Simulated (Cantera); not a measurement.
An adiabatic, constant-volume homogeneous reactor starts with CH4 : O2 : N2 = 1 : 1.67 : 6.27 (molar parts), equivalence ratio 1.2, at 1548 K and 9.30 bar. Integrator tolerance rtol = 1e-08.

Cantera simulation using GRI-Mech 3.0 (53 species, 325 reactions); the numbers are that mechanism's predictions, not measurements. Above 3000 K some thermodynamic fits are extrapolated.

```json
[
 {"quantity": "time of steepest temperature rise", "before": "0.128 ms", "after": "0.649 ms"},
 {"quantity": "temperature at 5.00 s", "before": "3153 K", "after": "2964 K"},
 {"quantity": "equilibrium temperature", "before": "3153 K", "after": "2964 K"},
 {"quantity": "x(CH4) at 5.00 s", "before": "2.32e-12 (gas-phase equilibrium 2.80e-12)", "after": "<1e-12 (gas-phase equilibrium <1e-12)"},
 {"quantity": "x(O2) at 5.00 s", "before": "0.00625 (gas-phase equilibrium 0.00625)", "after": "0.00980 (gas-phase equilibrium 0.00980)"},
 {"quantity": "x(C2H6) at 5.00 s", "before": "<1e-12 (gas-phase equilibrium <1e-12)", "after": "<1e-12 (gas-phase equilibrium <1e-12)"},
 {"quantity": "x(NO) at 5.00 s", "before": "0.00898 (gas-phase equilibrium 0.00898)", "after": "0.00895 (gas-phase equilibrium 0.00895)"},
 {"quantity": "x(H2O) at 5.00 s", "before": "0.162 (gas-phase equilibrium 0.162)", "after": "0.149 (gas-phase equilibrium 0.149)"},
 {"quantity": "x(CH3) at 5.00 s", "before": "1.06e-11 (gas-phase equilibrium 1.28e-11)", "after": "<1e-12 (gas-phase equilibrium <1e-12)"}
]
```

### Question
Name the change that produced these shifts.
A. N2 6.27 to 17 parts
B. pressure from 9.30 bar to 1.20 bar
C. pressure from 9.30 bar to 9.90 bar
D. initial temperature 1548 to 1000 K

### Answer
B, pressure from 9.30 bar to 1.20 bar
